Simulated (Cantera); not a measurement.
A perfectly stirred reactor is fed with 13.3 % CO, 4.64 % H2, 9.04 % O2, 70.5 % N2, 2.52 % CO2, equivalence ratio 0.99, at 1.00 bar; it is adiabatic with a 450 K inlet, and is followed from long to short residence time, starting on the burning branch (τ in s: 0.3, 0.12, 0.048, 0.019, 0.0077, 0.0031, 0.0012, 0.00049, 0.0002, 7.9e-05).

Computed with Cantera and GRI-Mech 3.0 (53 species, 325 reactions).

Problem. Predict: blow-out, bracketed by the residence times tried; x(CO) at τ = 0.300 s; x(H2) at τ = 0.300 s; x(O2) at τ = 0.300 s; x(CO2) at τ = 0.300 s; x(OH) at τ = 0.300 s; x(CO) at τ = 3.10 ms; x(H2) at τ = 3.10 ms; x(O2) at τ = 3.10 ms; x(CO2) at τ = 3.10 ms; x(OH) at τ = 3.10 ms.

Solution. 
```
Item                                                                             Value
------------------------------------------------  ------------------------------------
blow-out, bracketed by the residence times tried  burning at 0.490 ms, out at 0.200 ms
x(CO) at τ = 0.300 s                                                           0.00890
x(H2) at τ = 0.300 s                                                          0.000687
x(O2) at τ = 0.300 s                                                           0.00551
x(CO2) at τ = 0.300 s                                                            0.163
x(OH) at τ = 0.300 s                                                          0.000849
x(CO) at τ = 3.10 ms                                                            0.0311
x(H2) at τ = 3.10 ms                                                           0.00288
x(O2) at τ = 3.10 ms                                                            0.0172
x(CO2) at τ = 3.10 ms                                                            0.138
x(OH) at τ = 3.10 ms                                                           0.00209
```
